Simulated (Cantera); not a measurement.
Feed: 1 mol acetone, 0.95 mol H2, 2.6 mol NH3, held at 0.0133 bar.

Cantera equilibrium calculation (NASA polynomials, part measured and part estimated; ideal gas, pure solids and liquids). Candidate condensed phases: C, C6H6, C7H8, C8H18, H2O; 169 gas species. Ions and electrons are included (thermal ionisation). The feed counts by its element totals alone. The numbers say what is thermodynamically allowed, not how fast it happens.

At 2500 K, list the 5 most abundant gas species with their mole fractions, and the condensed phases.

H2 0.606, H 0.170, N2 0.107, CO 0.0901, HCN 0.0180. Condensed: C(graphite).
